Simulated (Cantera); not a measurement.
# Metals in furnace atmospheres: Pb + CO

Feed: 1 mol Pb, 0.16 mol CO, held at 1898.15 K.

These are equilibrium values from Cantera (NASA tables, ideal gas, pure condensed phases), not measurements of a reactor. Candidate condensed phases: C, Pb, PbO, PbO2, Pb3O4; 15 gas species. Kinetics and transport are ignored.

```
P (Pa)    x CO    x Pb     x Pb2     x CO2     x PbO  n Pb(l)  n C(graphite)
-------  -----  ------  --------  --------  --------  -------  -------------
10       0.138   0.862   4.45e-7   1.51e-9  1.21e-10        0              0
41       0.138   0.862   1.82e-6   1.59e-9  1.28e-10        0              0
160      0.138   0.862   7.11e-6   2.07e-9  1.66e-10        0              0
670      0.138   0.862   2.98e-5   5.46e-9  4.38e-10        0              0
2700     0.138   0.862  0.000120   2.20e-8   1.76e-9        0              0
11000    0.138   0.862  0.000488   8.97e-8   7.19e-9        0              0
45000    0.138   0.860   0.00199   3.68e-7   2.94e-8        0              0
180000   0.720   0.279  0.000837   4.00e-5   1.99e-7    0.938              0
740000   0.932  0.0678  0.000204  0.000275   2.57e-7    0.988        4.72e-5
3000000  0.982  0.0167   5.02e-5   0.00124   2.71e-7    0.997       0.000201
```
x: gas mole fraction; n: condensed amount in mol.

From 0.0750 Torr to 338 Torr nothing is condensed. At 1350 Torr the condensed part is Pb(l). From 5550 Torr to 22500 Torr the condensed part is C(graphite) + Pb(l). The main Pb-bearing gas is Pb throughout.
